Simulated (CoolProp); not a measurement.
Computed with CoolProp (reference Helmholtz-energy equation of state, Guder 2009).

Question: For sulfur hexafluoride, give the phase and the density (kg/m³), conductivity (mW/(m K)) at 359.6 K and 4.06 MPa.

Answer: 
- 359.6 K and 4.06 MPa: supercritical; density 276, conductivity 22.9

Thermal conductivity comes from a separate model (Assael 2012).
